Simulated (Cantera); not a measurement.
**Ignition delay**

Mixture: 3.15 % CH4, 0.0976 % C2H6, 0.227 % C3H8, 14.4 % O2, 82.1 % N2, equivalence ratio 0.54, at 1.80 bar, adiabatic and at constant volume. Ignition delay is the time to a rise of 400 K.

Cantera simulation using GRI-Mech 3.0 (53 species, 325 reactions); the numbers are that mechanism's predictions, not measurements.

```
T0 (K)  delay (ms)
------  ----------
1250          3.73
1325          1.22
1400         0.457
1475         0.196
1550        0.0971
1625        0.0545
1700        0.0340
1775        0.0231
1850        0.0168
```

| Item | Value |
|---|---|
| apparent activation energy between 1700 and 1850 K | 120 kJ/mol |
